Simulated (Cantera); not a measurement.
# Silicon epitaxy and polysilicon growth: SiH2Cl2 + N2

Charge: 1 mol SiH2Cl2, 12 mol N2, equilibrated at 10.0 mbar.

These are equilibrium values from Cantera (NASA tables, ideal gas, pure condensed phases), not measurements of a reactor. Candidate condensed phases: NH4Cl, Si, Si3N4; 28 gas species. N2 is the only nitrogen source here; it is nearly inert below about 1500 K, so the nitride shown seldom forms there in practice. The tables' values for SiCl3, SiCl, SiN are old estimates; treat these amounts as uncertain. Kinetics and transport are ignored.

```csv
T (°C),log p N2,log p HCl,log p H2,log p SiCl2,log p SiCl4,log p SiCl3,log p H,log p SiCl,n Si3N4(s),n Si(l)
950,-2.07,-2.97,-3.67,-5.34,-4.00,-5.12,-8.35,-11.96,0.284,0
1025,-2.07,-2.97,-3.67,-4.69,-4.08,-4.77,-7.80,-10.64,0.279,0
1100,-2.07,-2.98,-3.64,-4.16,-4.25,-4.54,-7.30,-9.49,0.264,0
1175,-2.07,-3.02,-3.58,-3.79,-4.59,-4.47,-6.82,-8.52,0.233,0
1250,-2.07,-3.09,-3.48,-3.56,-5.12,-4.58,-6.38,-7.69,0.193,0
1325,-2.07,-3.19,-3.39,-3.42,-5.73,-4.78,-5.97,-6.98,0.153,0
1400,-2.07,-3.30,-3.32,-3.34,-6.36,-5.01,-5.61,-6.35,0.118,0
1475,-2.07,-3.42,-3.28,-3.28,-6.98,-5.26,-5.28,-5.79,0.0891,0
1550,-2.07,-3.50,-3.26,-3.26,-7.49,-5.47,-4.99,-5.35,0,0.217
```
log p: log10 of the partial pressure in bar; n: condensed amount in mol.

From 950 °C to 1475 °C the condensed part is Si3N4(s). At 1550 °C the condensed part is Si(l). The main Si-bearing gas is SiCl4 at 950 °C and SiCl2 at 1550 °C. The share of Si in condensed phases is highest at 950 °C (85.1 %) and lowest at 1550 °C (21.7 %).
